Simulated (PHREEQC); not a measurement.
A solution holds 93 mmol/kgw HF, 110 mmol/kgw NH4F, 0.035 mmol/kgw H4SiO4 and 0.85 mmol/kgw H2SO4, at 25 °C. Closed to the air; pH follows from the charge balance.

Equilibrium calculation in PHREEQC: ion-association model, wateq4f.dat.

```json
[
 {"quantity": "pH", "before": "3.24", "after": "3.26"},
 {"quantity": "ionic strength (mol/kgw)", "before": "0.111", "after": "0.0117"},
 {"quantity": "F- (mol/kgw)", "before": "0.0891", "after": "0.0111"},
 {"quantity": "HF (mol/kgw)", "before": "0.0567", "after": "0.00815"},
 {"quantity": "HF2- (mol/kgw)", "before": "0.0199", "after": "0.000348"},
 {"quantity": "H2F2 (mol/kgw)", "before": "0.00861", "after": "0.000174"},
 {"quantity": "SI of Quartz (SiO2)", "before": "-11.11", "after": "-6.78"}
]
```

Task: Name the change that produced these shifts.
A. diluted 10-fold with water
B. NH4F from 0.11 to 0.099 mol/kgw
C. 0.0035 mol/kgw (NH4)2CO3 added
D. HF from 0.093 to 0.0465 mol/kgw
E. H2SO4 replaced by NaHSO4 at the same molality

Result: A, diluted 10-fold with water

No solid was allowed to form. wateq4f.dat counts part of the HF as a dimer, H2F2, which phreeqc.dat doesn't know; its constant is uncertain. SiF6-2 is the database's only silicon fluoride.
